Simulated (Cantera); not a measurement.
Feed: 1 mol C3H6, 0.011 mol NH3, a varied amount of H2, at 2873 K and 3.00 mbar.

Equilibrium computed with Cantera from the NASA thermochemical tables; the gas is ideal and each condensed phase is pure. Candidate condensed phases: C, C6H6, C7H8, C8H18; 92 gas species. Kinetics and transport are ignored.

### Question
Which condensed phases are stable at each of these points (n(H2) (mol)): 3.6, 4.3, 5.2, 6.3, 7.5, 9.1, 11, 13, 16, 19?

### Answer
| n(H2) (mol) | condensed phases | C condensed (%) |
|---|---|---|
| 3.6 | C(graphite) | 56.6 |
| 4.3 | C(graphite) | 52.0 |
| 5.2 | C(graphite) | 46.2 |
| 6.3 | C(graphite) | 39.0 |
| 7.5 | C(graphite) | 31.2 |
| 9.1 | C(graphite) | 20.8 |
| 11 | C(graphite) | 8.4 |
| 13 | gas only | 0.0 |
| 16 | gas only | 0.0 |
| 19 | gas only | 0.0 |

From 3.6 mol H2 to 11 mol H2 the condensed part is C(graphite). From 13 mol H2 to 19 mol H2 nothing is condensed.
